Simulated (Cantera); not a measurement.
A perfectly stirred reactor is fed with 5.26 % CH₄, 94.7 % H₂, at 10.00 Torr; it is held at 1975 K, and followed from long to short residence time.

Cantera simulation using GRI-Mech 3.0 (53 species, 325 reactions); the numbers are that mechanism's predictions, not measurements. GRI-Mech 3.0 stops at C3 and has no aromatics, soot or wall deposition, so with more carbon than oxygen in the feed, carbon stays in small species such as C2H2 where larger ones or solid carbon would form. Radical loss at walls, strong at low pressure, is not modelled.

x: mole fraction; the columns are a selection and need not sum to one.

| τ (s) | x CH₄ | x H₂ | x CH₂ | x C₂H₄ | x C₂H₆ | x H |
|---|---|---|---|---|---|---|
| 5.4 | 0.00118 | 0.965 | 2.91e-6 | 3.51e-6 | 1.36e-8 | [?] |
| 1.2 | 0.00318 | 0.965 | 5.04e-6 | 7.53e-6 | 8.18e-8 | [?] |
| 0.25 | 0.00895 | 0.964 | 7.82e-6 | 2.87e-5 | 4.94e-7 | [?] |
| 0.055 | 0.0213 | 0.958 | 9.99e-6 | 0.000105 | 2.08e-6 | [?] |
| 0.012 | 0.0394 | 0.950 | 8.54e-6 | 0.000225 | 4.45e-6 | [?] |
| 0.0026 | 0.0507 | 0.947 | 1.77e-6 | 8.21e-5 | 1.56e-6 | [?] |
| 0.00056 | 0.0523 | 0.947 | 9.73e-8 | 2.38e-6 | 9.30e-8 | [?] |
| 0.00012 | 0.0526 | 0.947 | 4.17e-9 | 2.63e-8 | 3.02e-9 | [?] |

Problem. Fill in the missing entries.

Solution. 
- 5.4, x H: 0.00977
- 1.2, x H: 0.00799
- 0.25, x H: 0.00620
- 0.055, x H: 0.00478
- 0.012, x H: 0.00331
- 0.0026, x H: 0.00122
- 0.00056, x H: 0.000267
- 0.00012, x H: 5.76e-5
